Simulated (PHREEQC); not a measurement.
A made-up water analysis in mmol/kgw, 25 °C, pH 2.05, pe 10.4: Na 11.8; K 5.94; Ca 9.9; Mg 3.09; Cl 7.26; S(6) 28.2; B 0.206; Cd 0.0215; Al 0.00471.

Na is adjusted to close the charge balance.
Valence states are taken as typed.

All values are PHREEQC results (ion-association model, phreeqc.dat), not measurements.

### Question
The ionic strength comes out as 0.0706 mol/kgw. What activity coefficients do CaHSO4+, H+, HSO4-, CdCl+, Ca+2 get?

### Answer
CaHSO4+ 0.80, H+ 0.84, HSO4- 0.80, CdCl+ 0.80, Ca+2 0.43.

Precipitation was switched off in this run. Complexes and solids missing from the database can't appear.
